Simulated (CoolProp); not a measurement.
Vapour-liquid equilibrium of R22 (1) + c-C4F8 (RC318) (2) at 1.05 MPa; x and y are mole fractions of (1).

The numbers come from the multi-fluid Helmholtz-energy mixture model, Kamei 1995 and Platzer 1990; pair parameters Bell 2016 in CoolProp. This equation is an older, rougher fit; its heat capacities, sound speeds and derivatives of the liquid may be far off and weren't checked against measurements.

Give the bubble temperature and the first vapour's composition at x = 0.25, 0.55, 0.75. Is there an azeotrope?

x = 0.25: 325.7 K, y = 0.477; x = 0.55: 307.1 K, y = 0.794; x = 0.75: 301.8 K, y = 0.875. No azeotrope shows between x = 0.05 and 0.95.

The pair parameters rest on a limited set of measurements; away from them the model extrapolates. The gap from Raoult's law changes sign with composition, which may be real or a fault of the pair parameters; it wasn't checked against measurements.
